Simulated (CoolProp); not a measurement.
CF4 (R14) at 253.78 K and 0.357 MPa flows at 18 m/s in a round tube of 12.7 mm bore and 1.5 µm roughness, fully developed (64/Re and Nu = 3.66 if laminar; Colebrook and Gnielinski if turbulent). Each further row changes one setting.

Computed with CoolProp (reference Helmholtz-energy equation of state, Platzer 1990). This equation is an older, rougher fit.

```
case              Reynolds number  Darcy friction factor  pressure drop (Pa/m)  heat-transfer coefficient (W/(m² K))  mass flow (kg/h)
----------------  ---------------  ---------------------  --------------------  ------------------------------------  ----------------
as stated                       …                 0.0162                  3150                                   389               125
velocity 36 m/s            461000                      …                 11500                                     …               250
diameter 25.4 mm           461000                      …                     …                                   337                 …
```

Task: Complete the blanks.

Result: 
- as stated, Reynolds number: 231000
- velocity 36 m/s, Darcy friction factor: 0.0148
- velocity 36 m/s, heat-transfer coefficient (W/(m² K)): 708
- diameter 25.4 mm, Darcy friction factor: 0.0141
- diameter 25.4 mm, pressure drop (Pa/m): 1370
- diameter 25.4 mm, mass flow (kg/h): 500

Viscosity comes from a separate model (Huber 2003), an estimate that may be off by 10 % or more. Thermal conductivity comes from a separate model (Huber 2003), an estimate that may be off by 10 % or more.
